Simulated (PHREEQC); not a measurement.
Phosphoric acid bath

A solution holds 0.042 mol H3PO4, 4e-05 mol K2HPO4 and 2.5e-05 mol H4SiO4 per kg of water, at 55 °C. Closed to the air; pH follows from the charge balance.

Equilibrium calculation in PHREEQC: ion-association model, phreeqc.dat.

Precipitation was switched off in this run.

Problem. What pH does the model give?

Solution. pH 1.92.

Problem. In which forms is P present?

Solution. H3PO4 68 %, H2PO4- 32 % of the P.

Away from 25 °C the constants follow the database's enthalpies or fits; those with neither stay at their 25 °C values.
